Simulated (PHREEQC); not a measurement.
Make-up at 20 °C: 0.0012 mol/kgw NaH2PO4 and 0.0007 mol/kgw Na2SiO3. Closed to the air; pH follows from the charge balance.

All values are PHREEQC results (ion-association model, phreeqc.dat), not measurements.

Problem. The ionic strength comes out as 0.00379 mol/kgw. What activity coefficients do H3SiO4-, H2PO4-, HPO4-2, PO4-3, NaHPO4- get?

Solution. H3SiO4- 0.94, H2PO4- 0.94, HPO4-2 0.77, PO4-3 0.55, NaHPO4- 0.94.

This is a speciation only: nothing precipitates in the calculation. Examples of supersaturated solids here: Quartz (slow to form), Chalcedony (slow to form). Others may be too.
